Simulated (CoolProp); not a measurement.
R245fa along the isotherm -9.85 °C: Z from the reference equation and from simpler models built on Tc = 153.9 °C, pc = 3.651 MPa, ω = 0.378; each cubic takes its own stable root.

The numbers come from the reference Helmholtz-energy equation of state, Akasaka 2015 in CoolProp.

| p (MPa) | phase | reference |
|---|---|---|
| 0.166 | liquid | 0.007114 |
| 0.332 | liquid | 0.01422 |
| 0.498 | liquid | 0.02133 |
| 0.664 | liquid | 0.02843 |
| 0.83 | liquid | 0.03553 |
| 0.996 | liquid | 0.04263 |
| 1.16 | liquid | 0.04964 |
| 1.33 | liquid | 0.05690 |
| 1.49 | liquid | 0.06373 |
| 1.66 | liquid | 0.07098 |
| 1.83 | liquid | 0.07823 |

Question: How far does each simpler model (van der Waals, Redlich-Kwong, Soave-Redlich-Kwong, Peng-Robinson) lie from the reference over these 11 states: mean and median of the absolute difference, and the worst?

Answer: 
- van der Waals: mean 1843.1 %, median 69.5 %, worst +13352.3 % at -9.85 °C and 0.166 MPa
- Redlich-Kwong: mean 15.5 %, median 15.6 %, worst +15.8 % at -9.85 °C and 0.166 MPa
- Soave-Redlich-Kwong: mean 10.1 %, median 10.1 %, worst +10.2 % at -9.85 °C and 0.166 MPa
- Peng-Robinson: mean 2.3 %, median 2.3 %, worst -2.4 % at -9.85 °C and 1.83 MPa

At some of these states van der Waals gives the other phase, because its saturation line lies elsewhere.
